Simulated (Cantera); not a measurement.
Cantera run:

```python
import numpy as np
import cantera as ct

gas_names = """
    CL CLO CL2 H HCL HOCL HO2 H2 H2O H2O2 O OH O2 O3 Si SiCL SiCL2 SiCL3 SiCL4 SiH SiHCL3 SiH2 SiH2CL2
    SiH3 SiH3CL SiH4 SiO SiO2 Si2 Si3
""".split()
cond_names = """
    H2O(s) H2O(L) Si(cr) Si(L) SiO2(Lqz) SiO2(hqz) SiO2(L)
""".split()


def load(file, names, dense=False):
    # The tables refer to 1 bar. Condensed volumes are neglected.
    table = {s.name: s for s in ct.Species.list_from_file(file)}
    out = []
    for n in names:
        d = dict(table[n].input_data)
        d["thermo"] = dict(d["thermo"], **{"reference-pressure": 1e5})
        if dense:
            d["equation-of-state"] = {"model": "constant-volume", "density": "1e6 g/cm^3"}
        out.append(ct.Species.from_dict(d))
    return out


gas = ct.Solution(thermo="ideal-gas", species=load("nasa_gas.yaml", gas_names))
cond = {s.name: ct.Solution(thermo="fixed-stoichiometry", species=[s], name=s.name)
        for s in load("nasa_condensed.yaml", cond_names, dense=True)}
atoms = {
    'SiO2': {'Si': 1, 'O': 2},
    'HCl': {'H': 1, 'CL': 1},
}
top_T = {}  # K; cautious upper limits of use, not melting points


def equilibrate(T, P, feed):
    n = {}
    for name, mol in feed.items():
        for a, k in atoms[name].items():
            n[a] = n.get(a, 0.0) + k * mol
    gas.TPX = T, P, n
    mass = sum(n.values()) * gas.mean_molecular_weight
    gas.equilibrate("TP")
    valid = [c for c in cond.values() if c.min_temp <= T <= top_T.get(c.name, c.max_temp)]
    mix = ct.Mixture([(gas, mass / gas.mean_molecular_weight)] + [(c, 0.0) for c in valid])
    mix.T, mix.P = T, P
    mix.equilibrate("TP", solver="vcs", rtol=1e-11, max_steps=5000)
    return mix


results = []
feed = {'SiO2': 1, 'HCl': 7.8}  # mol
P = 110  # Pa
for T in [1525, 1575, 1625, 1675, 1725, 1775, 1825]:
    mix = equilibrate(T, P, feed)
    results.append((T, P, feed, dict(zip(mix.species_names, mix.species_moles))))

top = {s: max(r[3][s] / sum(r[3][g] for g in gas_names) for r in results) for s in gas_names}
cols = sorted((s for s in top if top[s] > 1e-06), key=lambda s: -top[s])[:5]
seen = [c for c in cond_names if any(r[3].get(c, 0) > 1e-12 for r in results)]
print("log10 of partial pressures in bar; condensed amounts in mol")
print(f"{'T/K':>10s}" + "".join(f"{s[:9]:>10s}" for s in cols + seen))
for T, P, feed, n in results:
    ng = sum(n[g] for g in gas_names)
    print(f"{T:10.4g}" + "".join(f"{np.log10(max(n[s] / ng * P / 1e5, 1e-99)):10.3f}" for s in cols)
          + "".join(f"{n.get(c, 0):10.4g}" for c in seen))
```

Result:

```
log10 of partial pressures in bar; condensed amounts in mol
       T/K       HCL        CL        H2       SiO       H2O SiO2(hqz)   SiO2(L)
      1525    -2.964    -5.021    -5.331    -7.064    -6.724     0.999         0
      1575    -2.967    -4.858    -5.180    -6.573    -6.477    0.9979         0
      1625    -2.971    -4.706    -5.041    -6.193    -6.168    0.9953         0
      1675    -2.976    -4.561    -4.915    -5.863    -5.856    0.9901         0
      1725    -2.983    -4.424    -4.802    -5.563    -5.562         0    0.9802
      1775    -2.992    -4.293    -4.705    -5.289    -5.290         0    0.9624
      1825    -3.005    -4.167    -4.624    -5.036    -5.038         0    0.9318
```

Method: chemical equilibrium by Gibbs-energy minimisation in Cantera with the NASA 1993 tables (ideal gas, pure condensed phases). The tables hold silica as quartz up to 1696 K and as liquid above; real silica turns to tridymite and cristobalite and melts near 1996 K.
